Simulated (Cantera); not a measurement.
An adiabatic, constant-pressure homogeneous reactor starts with C2H4 : O2 : N2 : H2O = 1 : 4 : 15 : 2.3 (molar parts), equivalence ratio 0.75, at 1400 K and 460000 Pa.

Computed with Cantera and GRI-Mech 3.0 (53 species, 325 reactions). GRI-Mech 3.0 was tuned for natural gas; its chemistry of ethylene as a main component is partial and can be far from experiment.

Task: Predict: time of steepest temperature rise; temperature at 5.00 s; equilibrium temperature; x(O2) at 5.00 s; x(H2O) at 5.00 s; x(N2O) at 5.00 s; x(O) at 5.00 s; x(H) at 5.00 s.

Result: 
| Quantity | Result |
|---|---|
| time of steepest temperature rise | 21.8 µs |
| temperature at 5.00 s | 2629 K |
| equilibrium temperature | 2629 K |
| x(O2) at 5.00 s | 0.0424 (gas-phase equilibrium 0.0424) |
| x(H2O) at 5.00 s | 0.179 (gas-phase equilibrium 0.179) |
| x(N2O) at 5.00 s | 1.28e-6 (gas-phase equilibrium 1.28e-6) |
| x(O) at 5.00 s | 0.00256 (gas-phase equilibrium 0.00256) |
| x(H) at 5.00 s | 0.00134 (gas-phase equilibrium 0.00134) |
